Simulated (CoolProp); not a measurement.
The fluid at 377.48 K and 3 MPa is throttled through a valve to 0.92 MPa with no heat exchange. The same conditions are run with several fluids, on thermodynamics alone (safety and materials aside).

Model: reference Helmholtz-energy equation of state of each fluid (methanol: de Reuck 1993; o-xylene: Zhou 2012; m-xylene: Zhou 2012; R1233zd(E): Akasaka 2022; isohexane: Lemmon 2006), in CoolProp.

| fluid | temperature change (K) | final phase | final density (kg/m³) |
|---|---|---|---|
| methanol | +0.4 | liquid | [?] |
| o-xylene | +0.7 | liquid | [?] |
| m-xylene | +0.7 | liquid | 789 |
| R1233zd(E) | [?] | two-phase, vapour fraction 0.091 | [?] |
| isohexane | +0.4 | liquid | 570 |

**Question.** What belongs in the gaps?

**Answer.** 
- methanol, final density (kg/m³): 706
- o-xylene, final density (kg/m³): 807
- R1233zd(E), temperature change (K): -10.1
- R1233zd(E), final density (kg/m³): 369
